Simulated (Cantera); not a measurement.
Input (Python, Cantera) and output of one run.

```python
import numpy as np
import cantera as ct

gas_names = """
    Br Br2 H HBr HO2 H2 H2O H2O2 O OH O2 O3
""".split()
cond_names = """
    Br2(cr) Br2(L) H2O(s) H2O(L)
""".split()


# ... load() reads the species with a 1 bar reference pressure and builds the phases ...
atoms = {
    'HBr': {'H': 1, 'Br': 1},
    'O2': {'O': 2},
}
top_T = {}  # K; cautious upper limits of use, not melting points


# ... equilibrate(T, P, feed) seeds the gas with the atoms and calls Mixture.equilibrate('TP', solver="vcs", rtol=1e-11, max_steps=5000) ...
results = []
T = 575  # K
P = 10000  # Pa
for m in [0.26, 0.42, 0.69, 1.1, 1.8, 3, 4.9]:
    feed = {'HBr': 1, 'O2': m}  # mol
    mix = equilibrate(T, P, feed)
    results.append((T, P, feed, dict(zip(mix.species_names, mix.species_moles))))

top = {s: max(r[3][s] / sum(r[3][g] for g in gas_names) for r in results) for s in gas_names}
cols = sorted((s for s in top if top[s] > 1e-05), key=lambda s: -top[s])[:8]
seen = [c for c in cond_names if any(r[3].get(c, 0) > 1e-12 for r in results)]
print("log10 of partial pressures in bar; condensed amounts in mol")
print(f"{'n(O2)':>10s}" + "".join(f"{s[:9]:>10s}" for s in cols + seen))
for T, P, feed, n in results:
    ng = sum(n[g] for g in gas_names)
    print(f"{feed['O2']:10.4g}" + "".join(f"{np.log10(max(n[s] / ng * P / 1e5, 1e-99)):10.3f}" for s in cols)
          + "".join(f"{n.get(c, 0):10.4g}" for c in seen))
```

Output:

```
log10 of partial pressures in bar; condensed amounts in mol
     n(O2)        O2       H2O       Br2       HBr
      0.26    -3.003    -1.305    -1.305    -5.096
      0.42    -1.838    -1.369    -1.369    -5.452
      0.69    -1.515    -1.459    -1.459    -5.622
       1.1    -1.338    -1.568    -1.568    -5.776
       1.8    -1.216    -1.708    -1.708    -5.945
         3    -1.135    -1.875    -1.875    -6.133
       4.9    -1.085    -2.053    -2.053    -6.324
```

Equilibrium computed with Cantera from the NASA thermochemical tables; the gas is ideal and each condensed phase is pure.
